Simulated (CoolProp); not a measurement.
A Linde-Hampson liquefier for CF4 (R14): isothermal reversible compression at 320 K from 1 atm to 10 MPa, throttling to 1 atm, return gas leaving the recuperator 0 K below the feed. Each further row changes one setting.

Values from CoolProp's reference Helmholtz-energy equation of state, Platzer 1990. This equation is an older, rougher fit; its heat capacities, sound speeds and derivatives of the liquid may be far off and weren't checked against measurements.

```tsv
case	liquid yield per pass	compression work (kJ/kg of gas)
as stated	0.145	131
high pressure 20 MPa	0.226	148
warm-end temperature 350 K	0.106	146
warm-end gap 5 K	0.131	131
```
